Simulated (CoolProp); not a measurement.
Oxygen along the isotherm 103.4 K: fugacity coefficient from the reference equation and from simpler models built on Tc = 154.6 K, pc = 5.046 MPa, ω = 0.022; each cubic takes its own stable root.

The numbers come from the reference Helmholtz-energy equation of state, Schmidt 1985 in CoolProp.

```
p (MPa)   phase  reference
-------  ------  ---------
0.0239      gas     0.9950
0.0492      gas     0.9897
0.101       gas     0.9789
0.207       gas     0.9567
0.426    liquid     0.7328
0.874    liquid     0.3628
1.8      liquid     0.1819
3.69     liquid    0.09469
7.57     liquid    0.05271
```

Problem. How far does each simpler model (van der Waals, Soave-Redlich-Kwong, Peng-Robinson) lie from the reference over these 9 states: mean and median of the absolute difference, and the worst?

Solution. 
- van der Waals: mean 61.9 %, median 27.8 %, worst +146.3 % at 103.4 K and 7.57 MPa
- Soave-Redlich-Kwong: mean 0.1 %, median 0.1 %, worst +0.2 % at 103.4 K and 0.207 MPa
- Peng-Robinson: mean 0.4 %, median 0.1 %, worst -2.2 % at 103.4 K and 7.57 MPa

At some of these states van der Waals gives the other phase, because its saturation line lies elsewhere.
